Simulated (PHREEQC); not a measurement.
LiOH is added in steps, without added water, to 1 kg of water holding 0.022 mol/kgw (NH4)2SO4, at 25 °C. Oxygen is held at 0.21 atm. The system is closed to CO2. Nothing may precipitate in this run.

Base run: PHREEQC, ion-association model, wateq4f.dat. Each further column changes one thing. The table gives NH4SO4- (mol/kgw).

| LiOH added (mol) | base | all activity coefficients set to 1 | Debye-Hückel limiting law | Davies equation for every ion | database phreeqc.dat |
|---|---|---|---|---|---|
| 0 | 0.00406 | 0.00707 | 0.00313 | 0.00402 | 0.00399 |
| 0.00575 | 0.00357 | 0.00629 | 0.00275 | 0.00354 | 0.00351 |
| 0.01006 | 0.00320 | 0.00568 | 0.00245 | 0.00317 | 0.00314 |
| 0.01581 | 0.00269 | [?] | 0.00205 | 0.00266 | 0.00264 |
| 0.02013 | 0.00230 | 0.00417 | 0.00175 | 0.00228 | 0.00225 |
| 0.02587 | 0.00177 | 0.00324 | 0.00134 | 0.00175 | 0.00173 |
| 0.03019 | 0.00136 | [?] | 0.00103 | 0.00135 | 0.00133 |
| 0.03594 | 0.000815 | [?] | 0.000611 | 0.000806 | 0.000797 |
| 0.04025 | 0.000406 | 0.000761 | 0.000304 | 0.000401 | 0.000398 |
| 0.046 | 5.24e-5 | 9.03e-5 | 4.00e-5 | 5.11e-5 | 5.34e-5 |

Complete the blanks.


- 0.01581, all activity coefficients set to 1: 0.00483
- 0.03019, all activity coefficients set to 1: 0.00252
- 0.03594, all activity coefficients set to 1: 0.00152

 phreeqc.dat and wateq4f.dat share most of their constants, so their agreement is no independent check.
